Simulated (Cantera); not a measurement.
What does this Cantera script print?

```python
import numpy as np
import cantera as ct

gas_names = """
    H HO2 H2 H2O H2O2 H2S H2SO4 Mg MgH MgO MgOH MgO2H2 MgS Mg2 O OH O2 O3 S SH SO SO2 SO3 S2 S2O S8
""".split()
cond_names = """
    H2O(s) H2O(L) H2SO4(L) Mg(cr) Mg(L) MgO(s) MgO(L) MgO2H2(s) MgS(s) MgSO4(s) MgSO4(L) S(cr1) S(cr2)
    S(L)
""".split()


# ... load() reads the species with a 1 bar reference pressure and builds the phases ...
atoms = {
    'MgO': {'Mg': 1, 'O': 1},
    'H2S': {'H': 2, 'S': 1},
    'O2': {'O': 2},
}
top_T = {'MgS(s)': 2250}  # K; cautious upper limits of use, not melting points


# ... equilibrate(T, P, feed) seeds the gas with the atoms and calls Mixture.equilibrate('TP', solver="vcs", rtol=1e-11, max_steps=5000) ...
results = []
feed = {'MgO': 1, 'H2S': 1.3, 'O2': 2.5}  # mol
P = 1333.22  # Pa
for T in [648, 748, 848, 948, 1048, 1148, 1248, 1348, 1448, 1548, 1648, 1748]:
    mix = equilibrate(T, P, feed)
    results.append((T, P, feed, dict(zip(mix.species_names, mix.species_moles))))
    x = sorted(zip(gas.X, gas.species_names), reverse=True)
    print(f"T = {T:g} K  P = {P:g} Pa  gas = {mix.phase_moles(0):.4g} mol")
    print("   x: " + "  ".join(f"{s} {v:.3e}" for v, s in x if v > 0.001))
    print("   condensed (mol): " + ("  ".join(f"{mix.phase(i).name} {mix.phase_moles(i):.4g}"
          for i in range(1, mix.n_phases) if mix.phase_moles(i) > 1e-12) or "none"))
```

It prints:

```
T = 648 K  P = 1333.22 Pa  gas = 1.598 mol
   x: H2O 8.123e-01  SO2 1.252e-01  SO3 6.133e-02  H2SO4 1.212e-03
   condensed (mol): MgSO4(s) 1
T = 748 K  P = 1333.22 Pa  gas = 1.603 mol
   x: H2O 8.111e-01  SO2 1.282e-01  SO3 5.889e-02  O2 1.701e-03
   condensed (mol): MgSO4(s) 1
T = 848 K  P = 1333.22 Pa  gas = 1.624 mol
   x: H2O 8.005e-01  SO2 1.527e-01  SO3 3.200e-02  O2 1.478e-02
   condensed (mol): MgSO4(s) 1
T = 948 K  P = 1333.22 Pa  gas = 1.641 mol
   x: H2O 7.921e-01  SO2 1.720e-01  O2 2.506e-02  SO3 1.082e-02
   condensed (mol): MgSO4(s) 1
T = 1048 K  P = 1333.22 Pa  gas = 1.647 mol
   x: H2O 7.893e-01  SO2 1.785e-01  O2 2.852e-02  SO3 3.673e-03
   condensed (mol): MgSO4(s) 1
T = 1148 K  P = 1333.22 Pa  gas = 3.138 mol
   x: H2O 4.143e-01  SO2 4.065e-01  O2 1.714e-01  SO3 7.758e-03
   condensed (mol): MgO(s) 1
T = 1248 K  P = 1333.22 Pa  gas = 3.145 mol
   x: H2O 4.134e-01  SO2 4.099e-01  O2 1.732e-01  SO3 3.488e-03
   condensed (mol): MgO(s) 1
T = 1348 K  P = 1333.22 Pa  gas = 3.147 mol
   x: H2O 4.130e-01  SO2 4.113e-01  O2 1.738e-01  SO3 1.760e-03
   condensed (mol): MgO(s) 1
T = 1448 K  P = 1333.22 Pa  gas = 3.149 mol
   x: H2O 4.127e-01  SO2 4.119e-01  O2 1.741e-01
   condensed (mol): MgO(s) 1
T = 1548 K  P = 1333.22 Pa  gas = 3.15 mol
   x: H2O 4.124e-01  SO2 4.121e-01  O2 1.742e-01
   condensed (mol): MgO(s) 1
T = 1648 K  P = 1333.22 Pa  gas = 3.151 mol
   x: SO2 4.122e-01  H2O 4.118e-01  O2 1.740e-01  OH 1.440e-03
   condensed (mol): MgO(s) 1
T = 1748 K  P = 1333.22 Pa  gas = 3.153 mol
   x: SO2 4.120e-01  H2O 4.106e-01  O2 1.737e-01  OH 2.837e-03
   condensed (mol): MgO(s) 1
```

These are equilibrium values from Cantera (NASA tables, ideal gas, pure condensed phases), not measurements of a reactor.
